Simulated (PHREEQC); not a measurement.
# Acid mine or pickling water: speciation

Synthetic water in mmol/kgw, 67 °C, pH 2.04:

```json
[
 {"constituent": "Na", "mmol/kgw": "45.8"},
 {"constituent": "K", "mmol/kgw": "4.33"},
 {"constituent": "Ca", "mmol/kgw": "0.43"},
 {"constituent": "Mg", "mmol/kgw": "24"},
 {"constituent": "Cl", "mmol/kgw": "8.44"},
 {"constituent": "S(6)", "mmol/kgw": "54.5"},
 {"constituent": "Br", "mmol/kgw": "1.07"},
 {"constituent": "Mn(2)", "mmol/kgw": "0.241"}
]
```

Valence states are taken as typed.

Model: Pitzer model, pitzer.dat, run in PHREEQC.

No solid was allowed to form.

**Question.** What ionic strength, specific conductance does the model give?

**Answer.** ionic strength 0.157 mol/kgw; specific conductance 24700 µS/cm.

**Question.** In which forms is S present?

**Answer.** SO4-2 54 %, HSO4- 46 % of the S.

At this temperature some constants are extrapolated from 25 °C, and those without enthalpy data are left unchanged.
